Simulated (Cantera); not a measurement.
Source: NASA polynomial tables (part measured, part estimated), evaluated in Cantera. Values are per mole of reaction as written; species without (g) are pure solids or liquids, kept so even where they would boil at 1 bar.

3 V2O5 = O3(g) + 6 VO2(g), with ΔH° = 3397.7 kJ and ΔS° = 1438.3 J/K at 300 K.

### Question
How far is the shortcut ΔG° ≈ ΔH°(300 K) − T·ΔS°(300 K) from the full temperature-dependent value at 1948, 2048, 2148, 2248, 2348, 2448, 2548, 2648, 2748, 2848, 2948 K?

### Answer
```csv
T (K),shortcut (kJ),full (kJ),difference (kJ),difference in log10 K,condensed phases
1948,595.8,1082.6,-486.9,13.05,V2O5(l)
2048,451.9,987.6,-535.7,13.66,V2O5(l)
2148,308.1,893.3,-585.2,14.23,V2O5(l)
2248,164.2,799.8,-635.5,14.77,V2O5(l)
2348,20.4,706.9,-686.5,15.27,V2O5(l)
2448,-123.4,614.6,-738.1,15.75,V2O5(l)
2548,-267.3,523.0,-790.3,16.20,V2O5(l)
2648,-411.1,431.9,-843.0,16.63,V2O5(l)
2748,-554.9,341.4,-896.3,17.04,V2O5(l)
2848,-698.8,251.3,-950.1,17.43,V2O5(l)
2948,-842.6,161.8,-1004.4,17.80,V2O5(l)
```
The shortcut ignores heat capacities and the phase changes listed.
